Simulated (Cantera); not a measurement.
Feed: 1 mol Si2H6, 0.81 mol HCl, 34 mol H2, at 1025 K.

These are equilibrium values from Cantera (NASA tables, ideal gas, pure condensed phases), not measurements of a reactor. Candidate condensed phases: Si; 19 gas species. The feed counts by its element totals alone. The numbers say what is thermodynamically allowed, not how fast it happens.

What share of the Si ends up in condensed phases as a function of P (Pa), at 100, 350, 1300, 4500, 16000, 56000, 200000?


| P (Pa) | Si condensed (%) | as |
|---|---|---|
| 100 | 97.9 | Si(s) |
| 350 | 97.1 | Si(s) |
| 1300 | 95.8 | Si(s) |
| 4500 | 94.3 | Si(s) |
| 16000 | 92.7 | Si(s) |
| 56000 | 91.2 | Si(s) |
| 200000 | 89.8 | Si(s) |
